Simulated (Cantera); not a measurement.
A closed system holds: 1 mol HMDSO, a varied amount of H2O, held at 1777 °C and 10.0 Torr.

Cantera equilibrium calculation (NASA polynomials, part measured and part estimated; ideal gas, pure solids and liquids). Candidate condensed phases: C, C6H6, C7H8, C8H18, H2O, Si, SiC, SiO2; 123 gas species. The feed counts by its element totals alone. Gases not in the tables: Si2H6 and higher silanes. Equilibrium is a limit: real reactors are often held back by kinetics, nucleation or transport.

x: gas mole fraction; n: condensed amount in mol.

| n(H2O) (mol) | x H2 | x CO | x SiO | x H | n C(graphite) | n SiC(s) |
|---|---|---|---|---|---|---|
| 0.5 | 0.846 | 0.134 | 0.00139 | 0.0181 | 2.52 | 1.98 |
| 1.1 | 0.810 | 0.169 | 0.00176 | 0.0177 | 1.93 | 1.97 |
| 1.7 | 0.782 | 0.198 | 0.00206 | 0.0174 | 1.34 | 1.97 |
| 2.2 | 0.761 | … | … | 0.0171 | … | 1.96 |
| 2.8 | 0.740 | 0.239 | … | 0.0169 | … | 1.95 |
| 3.4 | 0.723 | 0.248 | 0.0115 | 0.0167 | 0 | 1.79 |
| 4 | 0.707 | 0.248 | 0.0269 | 0.0165 | 0 | 1.49 |
| 4.6 | 0.693 | 0.248 | 0.0405 | 0.0164 | 0 | 1.18 |
| 5.2 | 0.681 | 0.248 | 0.0525 | 0.0162 | 0 | 0.878 |
| 5.7 | 0.672 | 0.248 | 0.0614 | 0.0161 | 0 | 0.626 |
| 6.3 | 0.662 | 0.249 | 0.0712 | 0.0160 | 0 | 0.322 |
| 6.9 | 0.653 | 0.249 | 0.0799 | 0.0159 | 0 | 0.0193 |

Task: What belongs in the gaps?

Result: 
- 2.2, x CO: 0.218
- 2.2, x SiO: 0.00227
- 2.2, n C(graphite): 0.848
- 2.8, x SiO: 0.00249
- 2.8, n C(graphite): 0.260
